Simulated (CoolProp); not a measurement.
Saturation properties of cis-2-butene.

Computed with CoolProp (reference Helmholtz-energy equation of state, Lemmon 2005). It is a short technical equation, of lower accuracy than the large ones.

```tsv
T (K)	p (bar)	vapour density (kg/m³)	enthalpy of vaporisation (kJ/kg)	liquid cp (kJ/(kg K))	surface tension (mN/m)
254.7	0.3988	1.080	435.0	2.087	19.8
264.4	0.6132	1.612	426.1	2.116	18.5
274.2	0.9139	2.338	416.8	2.149	17.1
283.9	1.315	3.285	407.3	2.186	15.9
293.6	1.841	4.505	397.4	2.225	14.6
303.4	2.522	6.067	386.9	2.270	13.4
313.1	3.371	7.998	376.1	2.318	12.2
322.8	4.420	10.38	364.6	2.371	11.0
332.5	5.696	13.29	352.4	2.429	9.81
342.3	7.245	16.87	339.3	2.495	8.67
352	9.066	21.16	325.3	2.570	7.56
361.7	11.20	26.36	310.2	2.656	6.49
371.5	13.72	32.74	293.5	2.760	5.43
381.2	16.60	40.47	275.2	2.887	4.43
390.9	19.90	50.05	254.6	3.053	3.47
```

It boils at 276.9 K under 1 atm.

Surface tension comes from a separate correlation (Mulero 2014).
